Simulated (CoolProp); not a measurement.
A single-stage vapour-compression cycle with the fluid: evaporating at 292.15 K (dew point), condensing at 333.15 K (bubble point), superheat 0 K, subcooling 5 K, compressor efficiency 0.75, no pressure losses. The same conditions are run with several fluids, on thermodynamics alone (safety and materials aside).

Model: reference Helmholtz-energy equation of state of each fluid (R236EA: Rui 2013; R404A: Lemmon 2003; R11: Jacobsen 1992; neopentane: Lemmon 2006; n-perfluorobutane: Gao 2022; n-hexane: Thol 2019), in CoolProp. Blends and air are pseudo-pure fits.

| fluid | cooling COP | pressure ratio | discharge temperature (K) | refrigerating effect (kJ/kg) | volumetric capacity (kJ/m³) |
|---|---|---|---|---|---|
| R236EA | 4.42 | 3.63 | 333.1 | 113 | [?] |
| R404A | 3.57 | 2.73 | 343.6 | 88.4 | [?] |
| R11 | 4.83 | 3.66 | 349.2 | 151 | 754 |
| neopentane | [?] | 3.27 | 333.2 | [?] | 986 |
| n-perfluorobutane | 3.67 | 3.28 | 333.1 | 48.2 | 1130 |
| n-hexane | [?] | 4.95 | 333.2 | [?] | 159 |

Q: Some entries are withheld; supply them.

A: 
- R236EA, volumetric capacity (kJ/m³): 1250
- R404A, volumetric capacity (kJ/m³): 4830
- neopentane, cooling COP: 4.46
- neopentane, refrigerating effect (kJ/kg): 222
- n-hexane, cooling COP: 4.70
- n-hexane, refrigerating effect (kJ/kg): 286

The compression ends wet for: R236EA; neopentane; n-perfluorobutane; n-hexane.
